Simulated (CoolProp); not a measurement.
A single-stage vapour-compression cycle with the fluid: evaporating at 314.15 K (dew point), condensing at 370.15 K (bubble point), superheat 8 K, subcooling 2 K, compressor efficiency 0.6, no pressure losses. The same conditions are run with several fluids, on thermodynamics alone (safety and materials aside).

Values from CoolProp's reference Helmholtz-energy equation of state of each fluid (R245ca: Zhou 2016; ammonia: Gao 2020; R123: Younglove 1994; R1336mzz(Z): McLinden 2020; R245fa: Akasaka 2015; R1224YDZ: Akasaka 2023).

```csv
fluid,cooling COP,pressure ratio,discharge temperature (K),refrigerating effect (kJ/kg),volumetric capacity (kJ/m³)
R245ca,2.49,[?],381.3,124,1170
ammonia,2.46,3.69,476.6,829,9780
R123,2.61,4.60,[?],112,1080
R1336mzz(Z),2.40,[?],375.2,97.2,[?]
R245fa,2.40,[?],383.1,[?],1560
R1224YDZ,[?],4.31,381.3,95.2,1440
```

Q: Fill in the missing entries.

A: 
- R245ca, pressure ratio: 4.84
- R123, discharge temperature (K): 389.5
- R1336mzz(Z), pressure ratio: 4.97
- R1336mzz(Z), volumetric capacity (kJ/m³): 836
- R245fa, pressure ratio: 4.57
- R245fa, refrigerating effect (kJ/kg): 111
- R1224YDZ, cooling COP: 2.39
